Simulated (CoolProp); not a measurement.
Values from CoolProp's reference Helmholtz-energy equation of state, Polt 1992. This equation is an older, rougher fit.

**Question.** For cyclopropane, give the phase and the cp (kJ/(kg K)), speed of sound (m/s) at 428.8 K and 346 kPa.

**Answer.** 
- 428.8 K and 346 kPa: gas; cp 1.98, speed of sound 303
